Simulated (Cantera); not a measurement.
Charge: 1 mol B, 9.1 mol H₂O, 0.81 mol H₂, equilibrated at 1273.15 K and 0.00280 bar.

Method: chemical equilibrium by Gibbs-energy minimisation in Cantera with the NASA 1993 tables (ideal gas, pure condensed phases). Candidate condensed phases: B, B₂O₃, B₃O₃H₃, H₂O; 23 gas species. Gases not in the tables: H₃BO₃. Kinetics and transport are ignored.

Base state: H₂O 0.735, H₂ 0.229, HBO₂ 0.0359, (HBO₂)₃ 0.000300, B₂O₃ 3.11e-5 (mole fractions); condensed: B₂O₃(l).

**Question.** What changes in the equilibrium state with this change: B replaced by BF₃?

**Answer.** 
```json
[
 {"species": "H₂O", "before": "0.735", "after": "0.648"},
 {"species": "HF", "before": "0", "after": "0.211"},
 {"species": "H₂", "before": "0.229", "after": "0.0686"},
 {"species": "BOF", "before": "0", "after": "0.0365"},
 {"species": "HBO₂", "before": "0.0359", "after": "0.0337"},
 {"species": "BF₃", "before": "0", "after": "0.00180"},
 {"species": "B₃O₃F₃", "before": "0", "after": "0.000247"},
 {"species": "B₂O₃(l), mol", "before": "0.314", "after": "0.0658"}
]
```

**Question.** What changes in the equilibrium state with this change: pressure from 0.00280 bar to 0.000550 bar?

**Answer.** 
```
species         before     after
------------  --------  --------
H₂O              0.735     0.697
H₂               0.229     0.224
HBO₂            0.0359    0.0788
B₂O₃           3.11e-5  0.000158
(HBO₂)₃       0.000300  0.000123
B₂O₃(l), mol     0.314    0.0900
```
